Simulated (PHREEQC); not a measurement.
Consider water at 51 °C with 0.0068 mol HF, 0.014 mol NH4F and 0.0015 mol H3PO4 per kg of water. Closed to the air; pH follows from the charge balance.

All values are PHREEQC results (ion-association model, phreeqc.dat), not measurements.

```
Item                           Value
--------------------  --------------
pH                              3.55
ionic strength        0.0143 mol/kgw
specific conductance      2850 µS/cm
total alkalinity        -8.30 meq/kg
```

```tsv
species	molality	activity	log γ
NH4+	0.0140	0.0122	-0.058
F-	0.0125	0.0110	-0.056
HF	0.00751	0.00754	0.001
H2PO4-	0.00143	0.00127	-0.053
HF2-	0.000407	0.000359	-0.055
H+	0.000313	0.000281	-0.047
H3PO4	6.94e-5	6.96e-5	0.001
HPO4-2	5.24e-7	3.20e-7	-0.214
NH3	1.33e-7	1.34e-7	0.001
```

Precipitation was switched off in this run. At this temperature some constants are extrapolated from 25 °C, and those without enthalpy data are left unchanged.
